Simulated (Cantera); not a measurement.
A closed system holds: 1 mol Ti(OiPr)4, 6.4 mol CH4, 7.5 mol H2, held at 1.28 Torr.

Method: chemical equilibrium by Gibbs-energy minimisation in Cantera with the NASA 1993 tables (ideal gas, pure condensed phases). Candidate condensed phases: C, C6H6, C7H8, C8H18, H2O, Ti, TiC, TiO, TiO2, Ti2O3, Ti3O5, Ti4O7; 113 gas species. The feed counts by its element totals alone. TiC: taken at fixed stoichiometry. Kinetics and transport are ignored.

Q: At 1473 K, list the 3 most abundant gas species with their mole fractions, and the condensed phases.

A: H2 0.895, CO 0.104, H 0.000290. Condensed: C(graphite) + TiC(s).
